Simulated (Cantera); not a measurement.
An isothermal, constant-pressure homogeneous reactor starts with 1.56 % H2, 29.0 % O2, 69.5 % N2, at 1450 K and 25.5 Torr.

Detailed kinetics in Cantera: the H2/O2 subset of GRI-Mech 3.0, which has no nitrogen chemistry. Radical loss at walls, strong at low pressure, is not modelled.

x: mole fraction; the columns are a selection and need not sum to one.

```
t (s)         x H2   x O2      x OH       x H    x H2O2
--------  --------  -----  --------  --------  --------
0.000300    0.0156  0.290   6.43e-7   3.00e-7  3.37e-10
0.000949    0.0142  0.288  0.000578  0.000269   5.62e-9
0.00300   0.000265  0.276   0.00204   0.00164   2.78e-8
0.00949   0.000240  0.277   0.00194   0.00140   2.70e-8
0.0300    0.000180  0.279   0.00169  0.000880   2.46e-8
0.0949     8.40e-5  0.281   0.00116  0.000269   1.80e-8
0.300      1.97e-5  0.283  0.000563   2.98e-5   8.40e-9
0.949      3.10e-6  0.284  0.000224   1.84e-6   2.47e-9
3.00             ?  0.284         ?         ?  6.27e-10
9.49             ?  0.284   5.34e-5         ?  2.62e-10
30.0       1.53e-7  0.284   4.98e-5   2.02e-8  2.38e-10
94.9       1.53e-7  0.284   4.98e-5   2.02e-8  2.38e-10
300        1.53e-7  0.284   4.98e-5   2.02e-8  2.38e-10
```

### Question
Fill in the missing entries.

### Answer

- 3.00, x H2: 5.37e-7
- 3.00, x OH: 9.33e-5
- 3.00, x H: 1.32e-7
- 9.49, x H2: 1.75e-7
- 9.49, x H: 2.48e-8
